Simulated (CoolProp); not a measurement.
Aqueous methanol as a coolant, 40 % by mass, freezing at -38.7 °C, 1 atm.

Values from CoolProp's Melinder's fits for secondary coolants.

```json
[
 {"T (°C)": "-10.5", "viscosity (mPa s)": "5.64", "density (kg/m³)": "951.2", "conductivity (W/(m K))": "0.371", "Prandtl number": "54.1"},
 {"T (°C)": "-4.2", "viscosity (mPa s)": "[?]", "density (kg/m³)": "[?]", "conductivity (W/(m K))": "0.374", "Prandtl number": "41.8"},
 {"T (°C)": "2.1", "viscosity (mPa s)": "[?]", "density (kg/m³)": "944.6", "conductivity (W/(m K))": "0.377", "Prandtl number": "32.9"},
 {"T (°C)": "8.3", "viscosity (mPa s)": "2.68", "density (kg/m³)": "941.2", "conductivity (W/(m K))": "0.380", "Prandtl number": "26.4"},
 {"T (°C)": "14.6", "viscosity (mPa s)": "2.17", "density (kg/m³)": "937.7", "conductivity (W/(m K))": "[?]", "Prandtl number": "[?]"},
 {"T (°C)": "20.8", "viscosity (mPa s)": "1.80", "density (kg/m³)": "934.1", "conductivity (W/(m K))": "[?]", "Prandtl number": "17.8"},
 {"T (°C)": "27.1", "viscosity (mPa s)": "1.50", "density (kg/m³)": "930.3", "conductivity (W/(m K))": "0.389", "Prandtl number": "14.8"},
 {"T (°C)": "33.4", "viscosity (mPa s)": "1.26", "density (kg/m³)": "926.5", "conductivity (W/(m K))": "[?]", "Prandtl number": "12.4"}
]
```

Question: Fill in the missing entries.

Answer: 
- -4.2, viscosity (mPa s): 4.30
- -4.2, density (kg/m³): 947.9
- 2.1, viscosity (mPa s): 3.36
- 14.6, conductivity (W/(m K)): 0.383
- 14.6, Prandtl number: 21.5
- 20.8, conductivity (W/(m K)): 0.386
- 33.4, conductivity (W/(m K)): 0.393
